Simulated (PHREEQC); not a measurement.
Consider water at 25 °C with 0.0012 mol/kgw CuSO4, 0.00012 mol/kgw HNO3 and 0.011 mol/kgw NaCl. Closed to the air; pH follows from the charge balance.

Model: ion-association model, phreeqc.dat, run in PHREEQC.

* **pH**: 3.99
* **ionic strength**: 0.0154 mol/kgw
* **specific conductance**: 1560 µS/cm
* **total alkalinity**: -0.120 meq/kg

```json
[
 {"species": "Cl-", "molality": "0.0110", "activity": "0.00967", "log γ": "-0.055"},
 {"species": "Na+", "molality": "0.0110", "activity": "0.00970", "log γ": "-0.053"},
 {"species": "Cu+2", "molality": "0.00109", "activity": "0.000681", "log γ": "-0.204"},
 {"species": "SO4-2", "molality": "0.00107", "activity": "0.000656", "log γ": "-0.211"},
 {"species": "NO3-", "molality": "0.000120", "activity": "0.000105", "log γ": "-0.056"},
 {"species": "H+", "molality": "0.000113", "activity": "0.000101", "log γ": "-0.046"},
 {"species": "CuSO4", "molality": "9.09e-5", "activity": "9.12e-5", "log γ": "0.002"},
 {"species": "NaSO4-", "molality": "3.59e-5", "activity": "3.19e-5", "log γ": "-0.052"},
 {"species": "CuCl+", "molality": "2.01e-5", "activity": "1.77e-5", "log γ": "-0.054"}
]
```

No solid was allowed to form. Species that the database lacks are ignored.
